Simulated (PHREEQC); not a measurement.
Dissolve 110 mmol/kgw Ni(NO3)2, 3.3 mmol/kgw H3BO3 and 19 mmol/kgw NiCl2 at 25 °C. Closed to the air; pH follows from the charge balance.

Computed with PHREEQC (ion-association model, wateq4f.dat).

Each row changes one thing in this solution. This is a speciation only: nothing precipitates in the calculation.

| case | pH | ionic strength (mol/kgw) | NiOH+ (mol/kgw) | H2BO3- (mol/kgw) | SI of Ni(OH)2 (Ni(OH)2) |
|---|---|---|---|---|---|
| as made | 5.55 | 0.381 | 2.41e-6 | 1.20e-6 | -1.14 |
| NiCl2 left out | 5.57 | … | 2.21e-6 | 1.21e-6 | -1.16 |
| NiCl2 from 0.019 to 0.0038 mol/kgw | 5.57 | … | 2.25e-6 | 1.21e-6 | -1.16 |
| diluted 2-fold with water | 5.69 | … | 1.81e-6 | 7.15e-7 | -1.12 |
| NiCl2 from 0.019 to 0.095 mol/kgw | … | … | 3.08e-6 | 1.16e-6 | -1.10 |

**Question.** Some entries are withheld; supply them.

**Answer.** 
- NiCl2 left out, ionic strength (mol/kgw): 0.330
- NiCl2 from 0.019 to 0.0038 mol/kgw, ionic strength (mol/kgw): 0.340
- diluted 2-fold with water, ionic strength (mol/kgw): 0.192
- NiCl2 from 0.019 to 0.095 mol/kgw, pH: 5.49
- NiCl2 from 0.019 to 0.095 mol/kgw, ionic strength (mol/kgw): 0.564
